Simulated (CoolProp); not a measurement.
Vapour pressure (bar) of R125: the reference equation beside estimates from Tc = 339.2 K, pc = 36.18 bar, ω = 0.305. Clausius-Clapeyron is anchored at 256.7 K with a constant enthalpy of vaporisation of 17.41 kJ/mol.

Values from CoolProp's reference Helmholtz-energy equation of state, Lemmon 2005.

```csv
T (K),reference,Lee-Kesler,Clausius-Clapeyron,van der Waals,Redlich-Kwong,Soave-Redlich-Kwong
231.1,1.351,1.348,1.557,6.311,2.509,1.347
239.6,1.967,1.968,2.148,7.597,3.415,1.967
248.2,2.792,2.800,2.907,9.062,4.552,2.798
256.7,3.844,3.860,3.844,10.68,5.916,3.863
265.3,5.191,5.213,5.008,12.49,7.565,5.228
273.8,6.844,6.871,6.398,14.46,9.485,6.908
282.4,8.890,8.917,8.076,16.64,11.74,8.990
290.9,11.33,11.35,10.03,18.99,14.31,11.47
299.4,14.24,14.25,12.30,21.54,17.23,14.43
308,17.72,17.72,14.96,24.32,20.57,17.96
316.5,21.75,21.75,17.95,27.27,24.26,22.04
325.1,26.51,26.53,21.39,30.47,28.42,26.81
333.6,32.02,32.06,25.20,33.85,32.96,32.22
```

Absolute difference from the reference over all 13 rows, mean and median: Lee-Kesler 0.2 and 0.2 %, Clausius-Clapeyron 11.3 and 11.5 %, van der Waals 122.8 and 87.2 %, Redlich-Kwong 36.7 and 32.1 %, Soave-Redlich-Kwong 0.8 and 0.9 %.
